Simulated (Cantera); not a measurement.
Reactions in the system H-N-O-V

Standard-state values (1 bar) from the NASA 1993 polynomials, evaluated with Cantera. Values are per mole of reaction as written; species without (g) are pure solids or liquids, kept so even where they would boil at 1 bar. VN: taken at fixed stoichiometry.

3 H2O2(g) + 6 V2O3 + 2 N(g) → 2 NH3(g) + 12 VO2(g)

| T (K) | ΔH° (kJ) | ΔS° (J/K) | ΔG° (kJ) | log10 K |
|---|---|---|---|---|
| 300 | 3892.4 | 1968.3 | 3301.9 | -574.91 |
| 798 | 3771.1 | 1733.5 | 2387.8 | -156.30 |
| 948 | 3731.8 | 1688.4 | 2131.2 | -117.43 |
| 1098 | 3690.0 | 1647.5 | 1881.1 | -89.49 |
| 1248 | 3645.1 | 1609.1 | 1636.9 | -68.51 |
| 1398 | 3596.6 | 1572.5 | 1398.3 | -52.24 |
| 1548 | 3544.5 | 1537.1 | 1165.1 | -39.31 |
| 1698 | 3488.4 | 1502.5 | 937.1 | -28.83 |

4 NH3(g) + O2(g) + 2 V2O5 → 4 VN + 6 H2O2(g)

```
T (K)  ΔH° (kJ)  ΔS° (J/K)  ΔG° (kJ)  log10 K  condensed phases
-----  --------  ---------  --------  -------  ----------------
300      1598.5      318.7    1502.8  -261.67    V2O5(s), VN(s)
798      1580.8      284.6    1353.7   -88.61    V2O5(s), VN(s)
948      1446.1      141.3    1312.2   -72.30    V2O5(l), VN(s)
1098     1438.5      133.7    1291.6   -61.44    V2O5(l), VN(s)
1248     1431.9      128.2    1272.0   -53.24    V2O5(l), VN(s)
1398     1426.4      124.0    1253.1   -46.82    V2O5(l), VN(s)
1548     1421.9      120.9    1234.7   -41.66    V2O5(l), VN(s)
1698     1418.4      118.7    1216.8   -37.43    V2O5(l), VN(s)
```
